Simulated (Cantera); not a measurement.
Input: 1 mol SiCl4, 2.9 mol Cl2, 5.3 mol H2, held at 1500 K and 0.890 bar.

Method: chemical equilibrium by Gibbs-energy minimisation in Cantera with the NASA 1993 tables (ideal gas, pure condensed phases). Candidate condensed phases: Si; 19 gas species. The tables' values for SiCl3 are old estimates; treat these amounts as uncertain. Kinetics and transport are ignored.

Base state: HCl 0.645, H2 0.247, SiCl4 0.0916, SiCl3 0.00947, SiHCl3 0.00364, SiCl2 0.00311, SiH2Cl2 2.30e-5, Cl 1.95e-5 (mole fractions); condensed: gas only.

Q: What changes in the equilibrium state with this change: Cl2 from 2.9 to 1.7 mol?

A: 
| species | before | after |
|---|---|---|
| HCl | 0.645 | 0.462 |
| H2 | 0.247 | 0.415 |
| SiCl4 | 0.0916 | 0.0881 |
| SiCl3 | 0.00947 | 0.0165 |
| SiH2Cl2 | 2.30e-5 | 0.000122 |
| SiCl2 | 0.00311 | 0.00979 |
| SiHCl3 | 0.00364 | 0.00821 |
| Cl | 1.95e-5 | 1.08e-5 |
| H | 9.28e-6 | 1.20e-5 |
